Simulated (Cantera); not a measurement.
Input: 1 mol CHF3, 0.071 mol H2, held at 4.80 Pa.

Cantera equilibrium calculation (NASA polynomials, part measured and part estimated; ideal gas, pure solids and liquids). Candidate condensed phases: C, C6H6, C7H8, C8H18; 95 gas species. Gases not in the tables: C2F6 and larger saturated fluorocarbons. Kinetics and transport are ignored.

x: gas mole fraction; n: condensed amount in mol.

```json
[
 {"T (°C)": "1050", "x HF": "0.711", "x CF4": "0.289", "x CF2": "0.000164", "x F": "8.41e-5", "x CF3": "1.30e-5", "x CF": "2.26e-9", "n C(graphite)": "0.535"},
 {"T (°C)": "1075", "x HF": "0.711", "x CF4": "0.289", "x CF2": "[?]", "x F": "[?]", "x CF3": "[?]", "x CF": "[?]", "n C(graphite)": "0.535"},
 {"T (°C)": "1100", "x HF": "0.711", "x CF4": "0.289", "x CF2": "0.000416", "x F": "0.000240", "x CF3": "2.76e-5", "x CF": "1.13e-8", "n C(graphite)": "0.535"},
 {"T (°C)": "1125", "x HF": "0.710", "x CF4": "0.289", "x CF2": "0.000645", "x F": "0.000393", "x CF3": "3.93e-5", "x CF": "2.42e-8", "n C(graphite)": "0.535"},
 {"T (°C)": "1150", "x HF": "0.710", "x CF4": "0.288", "x CF2": "0.000984", "x F": "0.000635", "x CF3": "5.54e-5", "x CF": "5.03e-8", "n C(graphite)": "0.535"},
 {"T (°C)": "1175", "x HF": "0.710", "x CF4": "0.288", "x CF2": "[?]", "x F": "[?]", "x CF3": "[?]", "x CF": "[?]", "n C(graphite)": "0.535"},
 {"T (°C)": "1200", "x HF": "0.709", "x CF4": "0.287", "x CF2": "0.00219", "x F": "0.00157", "x CF3": "0.000106", "x CF": "2.02e-7", "n C(graphite)": "0.534"},
 {"T (°C)": "1225", "x HF": "0.708", "x CF4": "0.286", "x CF2": "0.00320", "x F": "0.00242", "x CF3": "0.000144", "x CF": "3.91e-7", "n C(graphite)": "0.534"},
 {"T (°C)": "1250", "x HF": "0.707", "x CF4": "0.284", "x CF2": "0.00461", "x F": "0.00366", "x CF3": "0.000193", "x CF": "7.41e-7", "n C(graphite)": "0.533"}
]
```

**Question.** Fill in the missing entries.

**Answer.** 
- 1075, x CF2: 0.000264
- 1075, x F: 0.000143
- 1075, x CF3: 1.91e-5
- 1075, x CF: 5.13e-9
- 1175, x CF2: 0.00148
- 1175, x F: 0.00101
- 1175, x CF3: 7.70e-5
- 1175, x CF: 1.02e-7
